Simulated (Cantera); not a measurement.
A freely propagating, adiabatic, planar premixed flame of 10.3 % CH4, 2.77 % H2, 18.3 % O2, 68.7 % N2, unburnt at 325 K and 420 Torr; mixture-averaged transport, grid criteria slope 0.08 and curve 0.16, no radiation.

Detailed kinetics in Cantera: GRI-Mech 3.0 (53 species, 325 reactions). Burning velocities carry a grid error of a few per cent, more on coarse grids.

x: mole fraction of selected species; z is measured from the peak of heat release.

| z (mm) | T (K) | u (m/s) | x CH4 | x H2 | x O2 | x H2O2 | x NO | x O |
|---|---|---|---|---|---|---|---|---|
| -1.88 | 325 | 0.567 | 0.103 | 0.0280 | 0.183 | <1e-8 | <1e-8 | <1e-8 |
| -1.26 | 326 | 0.569 | 0.102 | 0.0290 | 0.182 | 8.36e-8 | <1e-8 | <1e-8 |
| -0.942 | 332 | 0.580 | 0.102 | 0.0304 | 0.182 | (withheld) | <1e-8 | <1e-8 |
| -0.628 | 404 | 0.710 | 0.0980 | 0.0341 | 0.178 | 7.63e-6 | 1.54e-7 | 8.84e-8 |
| -0.314 | 907 | 1.62 | 0.0689 | 0.0404 | 0.141 | 1.39e-5 | 3.01e-6 | 1.37e-5 |
| -0.157 | 1352 | 2.44 | 0.0379 | 0.0432 | 0.0968 | 6.24e-6 | 6.98e-6 | 0.000127 |
| 0 | 1733 | 3.16 | 0.00990 | 0.0423 | 0.0484 | 9.30e-7 | 1.37e-5 | 0.000620 |
| 0.157 | 1896 | 3.46 | 0.000997 | 0.0362 | 0.0200 | 2.16e-7 | 2.28e-5 | 0.00149 |
| 0.314 | 1936 | 3.53 | 5.55e-5 | 0.0323 | 0.00970 | 1.36e-7 | 2.99e-5 | 0.00195 |
| 0.628 | 1965 | 3.56 | 1.53e-7 | 0.0315 | 0.00522 | 1.17e-7 | 3.60e-5 | 0.00189 |
| 1.26 | 1997 | 3.61 | <1e-8 | 0.0318 | 0.00392 | 9.53e-8 | 3.96e-5 | 0.00155 |
| 2.51 | 2038 | 3.67 | <1e-8 | 0.0312 | (withheld) | (withheld) | (withheld) | (withheld) |
| 5.02 | 2083 | 3.74 | <1e-8 | 0.0303 | 0.00180 | 4.84e-8 | 4.79e-5 | 0.000661 |

**Question.** Fill in the missing entries.

**Answer.** 
- -0.942, x H2O2: 6.32e-7
- 2.51, x O2: 0.00289
- 2.51, x H2O2: 7.17e-8
- 2.51, x NO: 4.32e-5
- 2.51, x O: 0.00111
